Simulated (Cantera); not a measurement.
Input: 1 mol TiO2, 0.034 mol H2O, 1 mol O2, at 627 °C and 3380 Torr.

Method: chemical equilibrium by Gibbs-energy minimisation in Cantera with the NASA 1993 tables (ideal gas, pure condensed phases). Candidate condensed phases: H2O, Ti, TiO, TiO2, Ti2O3, Ti3O5, Ti4O7; 12 gas species. Gases not in the tables: TiO(OH)2. Kinetics and transport are ignored.

Base state: O2 0.967, H2O 0.0329 (mole fractions); condensed: TiO2(rutile).

Question: What changes in the equilibrium state with this change: TiO2 replaced by Fe?

Answer: 
```json
[
 {"species": "O2", "before": "0.967", "after": "0.880"},
 {"species": "H2O", "before": "0.0329", "after": "0.120"},
 {"species": "TiO2(rutile), mol", "before": "1.00", "after": "0"},
 {"species": "Fe2O3(s), mol", "before": "0", "after": "0.500"}
]
```
Further candidate phases: Fe, FeO, Fe(OH)2, Fe(OH)3, Fe2O3, Fe3O4.
